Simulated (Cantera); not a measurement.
Charge: 1 mol Ti, a varied amount of C₃H₈, held at 1623.15 K and 2100 Pa.

These are equilibrium values from Cantera (NASA tables, ideal gas, pure condensed phases), not measurements of a reactor. Candidate condensed phases: C, C₆H₆, C₇H₈, C₈H₁₈, Ti, TiC; 77 gas species. TiC: taken at fixed stoichiometry. Rates play no part.

**Question.** At 1.8 mol C₃H₈, list the 4 most abundant gas species with their mole fractions, and the condensed phases.

**Answer.** H₂ 0.999, H 0.000478, C₂H₂ (acetylene) 3.49e-5, CH₄ 3.11e-5. Condensed: C(graphite) + TiC(s).
